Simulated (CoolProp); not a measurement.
Saturation properties of sulfur dioxide.

Computed with CoolProp (reference Helmholtz-energy equation of state, Gao 2016).

```
T (°C)  p (bar)  enthalpy of vaporisation (kJ/kg)  liquid cp (kJ/(kg K))  surface tension (mN/m)
------  -------  --------------------------------  ---------------------  ----------------------
-20.15   0.6306                             398.4                  1.359                    30.5
-12.55   0.9035                             391.8                  1.360                    29.0
-5.05     1.259                             385.1                  1.363                    27.5
2.45      1.717                             378.3                  1.368                    26.1
9.95      2.298                             371.2                  1.375                    24.6
17.55     3.034                             363.9                  1.383                    23.1
25.05     3.928                             356.3                  1.393                    21.6
32.55     5.012                             348.5                  1.405                    20.2
40.05     6.312                             340.3                  1.419                    18.7
47.65     7.876                             331.7                  1.436                    17.3
55.15     9.691                             322.8                  1.456                    15.9
62.65     11.80                             313.3                  1.480                    14.4
70.25     14.28                             303.3                  1.509                    13.0
77.75     17.08                             292.7                  1.544                    11.6
```

It boils at -10.0 °C under 1 atm.

Surface tension comes from a separate correlation (Mulero 2012).
